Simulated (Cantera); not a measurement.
Ignition delay

Mixture: CO : H₂ : CH₄ : O₂ : N₂ = 1 : 0.64 : 1.3 : 3.42 : 12.9 (molar parts), at 101000 Pa, adiabatic and at constant volume. Ignition delay is the time to a rise of 400 K.

Cantera simulation using GRI-Mech 3.0 (53 species, 325 reactions); the numbers are that mechanism's predictions, not measurements. Below about 1000 K GRI-Mech 3.0 lacks low-temperature oxidation paths. Below about 950 K walls govern HO2 and H2O2 in real vessels.

```csv
T0 (K),delay (ms)
898,106
948,29.9
998,14.4
1048,8.38
1098,5.16
1148,3.24
1198,2.07
1248,1.34
1298,0.891
1348,0.606
```

| Property | Value |
|---|---|
| apparent activation energy between 1248 and 1348 K | 110 kJ/mol |
